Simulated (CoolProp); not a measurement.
The numbers come from the reference Helmholtz-energy equation of state, Smukala 2000 in CoolProp.

Question: For ethylene, give the phase and the cp (kJ/(kg K)), fugacity coefficient at -112.05 °C and 0.54 MPa; -112.05 °C and 1.62 MPa; -112.05 °C and 7.02 MPa.

Answer: 
- -112.05 °C and 0.54 MPa: liquid; cp 2.41, fugacity coefficient 0.111
- -112.05 °C and 1.62 MPa: liquid; cp 2.40, fugacity coefficient 0.0386
- -112.05 °C and 7.02 MPa: liquid; cp 2.38, fugacity coefficient 0.0108
